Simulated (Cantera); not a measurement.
# Chlorosilane synthesis and conversion: SiCl₄ + Cl₂ + H₂

Feed: 1 mol SiCl₄, 0.83 mol Cl₂, 2.5 mol H₂, held at 29.0 bar.

Method: chemical equilibrium by Gibbs-energy minimisation in Cantera with the NASA 1993 tables (ideal gas, pure condensed phases). Candidate condensed phases: Si; 19 gas species. The tables' values for SiCl₃ are old estimates; treat these amounts as uncertain. Rates play no part.

```tsv
T (°C)	x HCl	x H₂	x SiCl₄	x SiHCl₃
652	0.384	0.385	0.230	0.000837
727	0.385	0.384	0.229	0.00161
802	0.386	0.383	0.228	0.00281
877	0.388	0.381	0.226	0.00451
952	0.391	0.379	0.224	0.00677
1027	0.394	0.375	0.220	0.00956
1102	0.398	0.371	0.215	0.0128
1177	0.404	0.365	0.209	0.0163
1252	0.412	0.358	0.200	0.0196
```
x: gas mole fraction; nothing condenses.

From 652 °C to 1252 °C nothing is condensed. The main Si-bearing gas is SiCl₄ throughout.
